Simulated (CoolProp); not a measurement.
Vapour-liquid equilibrium of R22 (1) + R142b (2) at 339.6 K; x and y are mole fractions of (1).

The numbers come from the multi-fluid Helmholtz-energy mixture model, Kamei 1995 and Lemmon 2006; pair parameters Bell 2016 in CoolProp.

| x | bubble pressure, mixture model (kPa) | bubble pressure, Raoult's law (kPa) | y, mixture model | y, Raoult's law |
|---|---|---|---|---|
| 0.05 | 1094 | 1109 | 0.099 | 0.126 |
| 0.125 | 1204 | 1241 | 0.226 | 0.280 |
| 0.2 | 1314 | 1373 | 0.335 | 0.406 |
| 0.275 | 1426 | 1506 | 0.430 | 0.509 |
| 0.35 | 1541 | 1638 | 0.515 | 0.595 |
| 0.425 | 1660 | 1770 | 0.591 | 0.669 |
| 0.5 | 1784 | 1903 | 0.660 | 0.732 |
| 0.575 | 1914 | 2035 | 0.723 | 0.787 |
| 0.65 | 2050 | 2167 | 0.781 | 0.835 |
| 0.725 | 2193 | 2300 | 0.835 | 0.878 |
| 0.8 | 2343 | 2432 | 0.885 | 0.916 |
| 0.875 | 2501 | 2564 | 0.931 | 0.950 |
| 0.95 | 2668 | 2696 | 0.973 | 0.981 |

The largest gap from Raoult's law is -6.3 % in bubble pressure, at x = 0.5. No azeotrope shows between x = 0.05 and 0.95.

The pair parameters rest on a limited set of measurements; away from them the model extrapolates.
